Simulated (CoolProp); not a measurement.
Aqueous calcium chloride as a coolant, 29 % by mass, freezing at -43.2 °C, 1 atm.

Model: Melinder's fits for secondary coolants, in CoolProp.

```
T (°C)  conductivity (W/(m K))  density (kg/m³)  cp (kJ/(kg K))  viscosity (mPa s)
------  ----------------------  ---------------  --------------  -----------------
-1.9                     0.532             1281           2.742               5.49
1.9                      0.537             1280           2.752               4.93
5.7                          ?                ?           2.762               4.46
9.5                      0.547             1276           2.772               4.06
13.3                     0.553             1274           2.782                  ?
17.1                     0.558             1272           2.793               3.42
20.8                     0.563             1270           2.803               3.16
24.6                     0.568             1268           2.813               2.93
28.4                     0.574                ?           2.823               2.72
32.2                     0.579             1264           2.833                  ?
36                       0.584             1262           2.844               2.35
```

Task: Complete the blanks.

Result: 
- 5.7, conductivity (W/(m K)): 0.542
- 5.7, density (kg/m³): 1278
- 13.3, viscosity (mPa s): 3.72
- 28.4, density (kg/m³): 1266
- 32.2, viscosity (mPa s): 2.52
